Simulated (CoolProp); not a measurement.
Properties of R21 along the isobar 101 kPa (Tc = 179.6 °C, pc = 5289 kPa, ω = 0.206).

Model: reference Helmholtz-energy equation of state, Platzer 1990, in CoolProp. This equation is an older, rougher fit.

| T (°C) | phase | density (kg/m³) | cp (kJ/(kg K)) | cv (kJ/(kg K)) | isothermal compressibility (1/MPa) | expansivity (1/kK) |
|---|---|---|---|---|---|---|
| 68.25 | gas | 3.728 | 0.6478 | 0.5593 | 10.08 | 3.120 |
| 78.25 | gas | 3.616 | 0.6550 | 0.5673 | 10.06 | 3.012 |
| 88.35 | gas | 3.509 | 0.6623 | 0.5754 | 10.05 | 2.911 |
| 98.35 | gas | 3.410 | 0.6695 | 0.5832 | 10.03 | 2.819 |
| 108.45 | gas | 3.316 | 0.6768 | 0.5910 | 10.02 | 2.733 |
| 118.55 | gas | 3.227 | 0.6840 | 0.5987 | 10.01 | 2.652 |
| 128.55 | gas | 3.143 | 0.6910 | 0.6061 | 10.00 | 2.578 |
| 138.65 | gas | 3.064 | 0.6980 | 0.6135 | 9.992 | 2.507 |
| 148.65 | gas | 2.989 | 0.7048 | 0.6206 | 9.984 | 2.441 |
| 158.75 | gas | 2.917 | 0.7116 | 0.6276 | 9.978 | 2.379 |
| 168.85 | gas | 2.849 | 0.7182 | 0.6345 | 9.971 | 2.320 |
| 178.85 | gas | 2.784 | 0.7246 | 0.6411 | 9.966 | 2.264 |
| 188.95 | gas | 2.722 | 0.7309 | 0.6476 | 9.961 | 2.211 |
| 198.95 | gas | 2.663 | 0.7370 | 0.6539 | 9.956 | 2.161 |
